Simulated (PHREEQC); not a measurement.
Na2CO3 is added in steps, without added water, to 1 kg of water holding 4.1 mmol/kgw Ni(NO3)2, 1.1 mmol/kgw KCl and 0.11 mmol/kgw MnSO4, at 25 °C. The system is closed to oxygen. The system is closed to CO2. The run lets Rhodochrosite, Pyrochroite, Ni(OH)2, NiCO3, Ni4(OH)6SO4, Halite, Mirabilite, Morenosite, Nahcolite, Natron precipitate or redissolve, and no other solid.

Base run: PHREEQC, ion-association model, wateq4f.dat. Each further column changes one thing. The table gives Ni+2 (mol/kgw).

| Na2CO3 added (mol) | base | metal-ligand complexes left out | all activity coefficients set to 1 | Debye-Hückel limiting law | Davies equation for every ion |
|---|---|---|---|---|---|
| 0 | 0.00407 | 0.00410 | 0.00404 | 0.00407 | 0.00407 |
| 0.0006833 | 0.00343 | 0.00367 | 0.00339 | 0.00344 | 0.00343 |
| 0.001708 | 0.00251 | 0.00307 | 0.00244 | 0.00252 | 0.00251 |
| 0.002392 | 0.00196 | 0.00266 | 0.00188 | 0.00197 | 0.00196 |
| 0.003417 | 0.00118 | 0.00207 | 0.00108 | 0.00120 | 0.00118 |
| 0.0041 | 0.000729 | 0.00169 | 0.000614 | 0.000748 | 0.000730 |
| 0.004783 | 0.000377 | 0.00133 | 0.000275 | 0.000394 | 0.000378 |
| 0.005808 | 9.79e-5 | 0.000821 | 5.54e-5 | 0.000107 | 9.85e-5 |
| 0.006492 | 3.34e-5 | 0.000518 | 1.70e-5 | 3.74e-5 | 3.37e-5 |
| 0.007517 | 4.36e-6 | 0.000147 | 1.99e-6 | 5.04e-6 | 4.40e-6 |
| 0.0082 | 5.96e-7 | 9.69e-6 | 2.39e-7 | 7.20e-7 | 6.06e-7 |

The database's nickel carbonate constants are estimates that later reviews lower a good deal. The database's Ni(OH)2 is the aged solid; a fresh precipitate is more soluble.
